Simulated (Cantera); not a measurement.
**Equilibrium for fluorocarbon and chlorocarbon gases: CF₄ + F₂ + H₂**

Input: 1 mol CF₄, 0.012 mol F₂, 1.4 mol H₂, at 0.100 bar.

Method: chemical equilibrium by Gibbs-energy minimisation in Cantera with the NASA 1993 tables (ideal gas, pure condensed phases). Candidate condensed phases: C, C₆H₆, C₇H₈, C₈H₁₈; 110 gas species. Ions and electrons are included (thermal ionisation). Equilibrium is a limit: real reactors are often held back by kinetics, nucleation or transport.

At 3000 K the condensed part is C(graphite). From 3500 K to 5000 K nothing is condensed. The main C-bearing gas is CF₂ at 3000 K and C at 5000 K.

| T (K) | x HF | x F | x H | x C | x CF | x C₃ | x CF₂ | x C₂ | n C(graphite) |
|---|---|---|---|---|---|---|---|---|---|
| 3000 | 0.706 | 0.227 | 0.00480 | 0.000507 | 0.0263 | 0.00312 | 0.0312 | 0.000317 | 0.730 |
| 3500 | 0.507 | 0.296 | 0.0806 | 0.0155 | 0.0429 | 0.0414 | 0.00330 | 0.00890 | 0 |
| 4000 | 0.183 | 0.434 | 0.259 | 0.0699 | 0.0257 | 0.0119 | 0.000305 | 0.0130 | 0 |
| 4500 | 0.0366 | 0.497 | 0.337 | 0.116 | 0.00742 | 0.000607 | 1.75e-5 | 0.00460 | 0 |
| 5000 | 0.00786 | 0.510 | 0.353 | 0.125 | 0.00183 | 2.12e-5 | 1.10e-6 | 0.00104 | 0 |
x: gas mole fraction; n: condensed amount in mol.
